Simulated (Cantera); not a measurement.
A perfectly stirred reactor is fed with 0.483 % CH3OH, 0.966 % O2, 98.6 % N2, equivalence ratio 0.75, at 3600 Torr; it is held at 1350 K, and followed from long to short residence time.

Detailed kinetics in Cantera: GRI-Mech 3.0 (53 species, 325 reactions). GRI-Mech 3.0 was tuned for natural gas; its chemistry of methanol as a main component is partial and can be far from experiment.

x: mole fraction; the columns are a selection and need not sum to one.

```
τ (s)    x CH3OH     x O2     x CH4     x NO    x C2H4      x O
-------  -------  -------  --------  -------  --------  -------
0.53     1.13e-6  0.00243  2.21e-10  1.00e-6    <1e-12  2.00e-6
0.24           …  0.00245  5.04e-10  9.47e-7    <1e-12        …
0.11     2.99e-6  0.00249   1.44e-9  8.30e-7    <1e-12  5.49e-6
0.050    4.66e-6  0.00254   4.83e-9  6.95e-7    <1e-12  9.05e-6
0.023    7.02e-6  0.00263   1.68e-8  5.83e-7  1.61e-12  1.46e-5
0.011    1.02e-5  0.00276   5.41e-8  5.12e-7  7.00e-12  2.23e-5
0.0048   1.56e-5  0.00298   1.91e-7  4.70e-7  3.55e-11  3.45e-5
0.0022         …        …         …  4.42e-7  1.61e-10        …
0.0010   3.95e-5  0.00375   1.62e-6  3.82e-7  7.48e-10  6.14e-5
0.00046  7.65e-5  0.00444   4.22e-6  2.41e-7   3.56e-9  6.08e-5
```

Problem. Some entries are withheld; supply them.

Solution. 
- 0.24, x CH3OH: 1.87e-6
- 0.24, x O: 3.33e-6
- 0.0022, x CH3OH: 2.40e-5
- 0.0022, x O2: 0.00329
- 0.0022, x CH4: 5.75e-7
- 0.0022, x O: 4.86e-5
